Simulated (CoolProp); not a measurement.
A simple Rankine cycle with R1336mzz(E): condensing at 296.15 K, boiler at 1.44 MPa, turbine inlet 409 K, turbine efficiency 0.7, pump efficiency 0.6, no recuperator. Each further row changes one setting.

Computed with CoolProp (reference Helmholtz-energy equation of state, Akasaka 2023).

```json
[
 {"case": "as stated", "thermal efficiency (%)": "10.3", "net work (kJ/kg)": "23.6", "heat in (kJ/kg)": "230", "turbine exit temperature (K)": "365.5", "volume ratio over the turbine": "8.63"},
 {"case": "condensing temperature 288.15 K", "thermal efficiency (%)": "11.3", "net work (kJ/kg)": "27.1", "heat in (kJ/kg)": "239", "turbine exit temperature (K)": "360.8", "volume ratio over the turbine": "11.5"},
 {"case": "boiler pressure 1.01 MPa", "thermal efficiency (%)": "8.8", "net work (kJ/kg)": "20.8", "heat in (kJ/kg)": "235", "turbine exit temperature (K)": "375.2", "volume ratio over the turbine": "5.76"},
 {"case": "turbine efficiency 0.6", "thermal efficiency (%)": "8.7", "net work (kJ/kg)": "20.0", "heat in (kJ/kg)": "230", "turbine exit temperature (K)": "369.5", "volume ratio over the turbine": "8.74"}
]
```
